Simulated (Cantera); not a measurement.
Charge: 1 mol SiCl4, 1.2 mol NO, at 598.15 K and 0.00140 bar.

Cantera equilibrium calculation (NASA polynomials, part measured and part estimated; ideal gas, pure solids and liquids). Candidate condensed phases: Si, SiO2, Si2N2O, Si3N4; 23 gas species. Equilibrium is a limit: real reactors are often held back by kinetics, nucleation or transport.

Base state: Cl2 0.545, N2 0.273, SiCl4 0.182 (mole fractions); condensed: SiO2(α-quartz).

Task: What changes in the equilibrium state with this change: temperature from 598.15 K to 2050 K?

Result: 
```tsv
species	before	after
Cl	3.58e-7	0.739
SiO	<1e-9	0.148
N2	0.273	0.111
Cl2	0.545	0.000966
SiCl4	0.182	1.58e-6
SiO2	<1e-9	0.000423
O	<1e-9	0.000215
SiCl2	<1e-9	0.000104
SiO2(α-quartz), mol	0.600	0
SiO2(l), mol	0	0.196
```
The tables' values for SiO2, SiCl3 are old estimates; treat these amounts as uncertain. The tables hold silica as quartz up to 1696 K and as liquid above; real silica turns to tridymite and cristobalite and melts near 1996 K.
